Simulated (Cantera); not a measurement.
A perfectly stirred reactor is fed with CO : O2 : H2O : N2 : H2 = 0.005 : 0.03 : 0.00011 : 1 : 0.0012 (molar parts), equivalence ratio 0.10, at 6.22 atm; it is held at 1125 K, and followed from long to short residence time.

Model: GRI-Mech 3.0 (53 species, 325 reactions), integrated in Cantera. The hydrogen kinetics of GRI-Mech 3.0 are dated; newer H2 mechanisms differ, most at raised pressure.

x: mole fraction; the columns are a selection and need not sum to one.

```csv
τ (s),x CO,x O2,x H2O,x H,x OH,x NO,x H2
4.2,0.000476,0.0263,0.00125,1.78e-9,1.08e-7,2.78e-8,1.61e-5
1.6,0.000845,0.0265,0.00124,4.09e-9,1.42e-7,1.74e-8,3.04e-5
0.59,___,0.0267,0.00121,___,___,___,___
0.22,0.00208,0.0271,0.00116,2.04e-8,2.82e-7,3.29e-9,0.000102
0.082,0.00283,0.0275,0.00108,4.18e-8,4.04e-7,1.12e-9,0.000180
0.030,0.00354,0.0279,0.000951,8.06e-8,5.69e-7,3.45e-10,0.000309
0.011,0.00410,0.0283,0.000756,1.40e-7,7.55e-7,1.09e-10,0.000501
0.0042,0.00447,0.0286,0.000524,2.07e-7,8.96e-7,3.98e-11,0.000730
0.0016,0.00468,0.0288,0.000305,2.42e-7,8.83e-7,1.39e-11,0.000949
0.00058,0.00479,0.0289,___,___,___,2.34e-12,___
```

Question: Fill in the missing entries.

Answer: 
- 0.59, x CO: 0.00140
- 0.59, x H: 9.39e-9
- 0.59, x OH: 1.98e-7
- 0.59, x NO: 8.32e-9
- 0.59, x H2: 5.66e-5
- 0.00058, x H2O: 0.000153
- 0.00058, x H: 1.65e-7
- 0.00058, x OH: 5.16e-7
- 0.00058, x H2: 0.00110
